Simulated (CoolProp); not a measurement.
Model: reference Helmholtz-energy equation of state, Thol 2021, in CoolProp.

Problem. For chlorine, give the phase and the cp (kJ/(kg K)), speed of sound (m/s), isothermal compressibility (1/MPa) at -68.45 °C and 15.4 MPa; -45.85 °C and 15.4 MPa; 89.95 °C and 15.4 MPa.

Solution. 
- -68.45 °C and 15.4 MPa: liquid; cp 0.929, speed of sound 1240, isothermal compressibility 0.000691
- -45.85 °C and 15.4 MPa: liquid; cp 0.924, speed of sound 1160, isothermal compressibility 0.000839
- 89.95 °C and 15.4 MPa: liquid; cp 1.03, speed of sound 662, isothermal compressibility 0.00398
